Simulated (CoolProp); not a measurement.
Dodecamethylpentasiloxane (MD3M) along the isotherm 346.85 °C: density (kg/m³) from the reference equation and from simpler models built on Tc = 354.9 °C, pc = 9.540 bar, ω = 0.730; each cubic takes its own stable root.

The numbers come from the reference Helmholtz-energy equation of state, Thol 2019 in CoolProp.

```json
[
 {"p (bar)": "1.43", "phase": "gas", "reference": "11.36"},
 {"p (bar)": "2.86", "phase": "gas", "reference": "24.43"},
 {"p (bar)": "4.29", "phase": "gas", "reference": "39.99"},
 {"p (bar)": "5.72", "phase": "gas", "reference": "59.66"},
 {"p (bar)": "7.15", "phase": "gas", "reference": "87.77"},
 {"p (bar)": "10", "phase": "liquid", "reference": "436.6"},
 {"p (bar)": "11.4", "phase": "liquid", "reference": "452.3"},
 {"p (bar)": "12.9", "phase": "liquid", "reference": "464.3"},
 {"p (bar)": "14.3", "phase": "liquid", "reference": "473.1"}
]
```

How far does each simpler model (van der Waals, Soave-Redlich-Kwong) lie from the reference over these 9 states: mean and median of the absolute difference, and the worst?


- van der Waals: mean 19.3 %, median 11.7 %, worst -39.1 % at 346.85 °C and 10 bar
- Soave-Redlich-Kwong: mean 9.8 %, median 4.9 %, worst -21.5 % at 346.85 °C and 10 bar
